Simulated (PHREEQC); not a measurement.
Make-up at 25 °C: 0.0002 mol Na2CO3 per kg of water. Closed to the air; pH follows from the charge balance.

The numbers come from PHREEQC with the ion-association model, phreeqc.dat.

Precipitation was switched off in this run.

Q: Order these C species by the share of C that they hold, largest first: CO3-2, HCO3-, NaCO3-.

A: HCO3- (62 %), CO3-2 (38 %), NaCO3- (0.25 %)

The pH is 10.08 and the ionic strength 0.000475 mol/kgw.
